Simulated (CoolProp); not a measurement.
Values from CoolProp's reference Helmholtz-energy equation of state, Polt 1992. This equation is an older, rougher fit.

For cyclopropane, give the phase and the cp (kJ/(kg K)) at 143.55 °C and 1.01 bar.


- 143.55 °C and 1.01 bar: gas; cp 1.91
